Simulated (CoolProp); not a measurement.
Octamethylcyclotetrasiloxane (D4) along the isotherm 620 K: Z from the reference equation and from simpler models built on Tc = 586.5 K, pc = 1.347 MPa, ω = 0.598; each cubic takes its own stable root.

Computed with CoolProp (reference Helmholtz-energy equation of state, Thol 2015).

```csv
p (MPa),phase,reference,van der Waals,Peng-Robinson
0.748,gas,0.8246,0.8342,0.8159
1.5,supercritical,0.5923,0.5513,0.5872
2.25,supercritical,0.3576,0.3994,0.3924
2.99,supercritical,0.3746,0.4736,0.4035
3.74,supercritical,0.4294,0.5561,0.4487
4.49,supercritical,0.4896,0.6393,0.5000
5.24,supercritical,0.5509,0.7218,0.5530
5.99,supercritical,0.6123,0.8036,0.6062
6.74,supercritical,0.6733,0.8844,0.6592
```
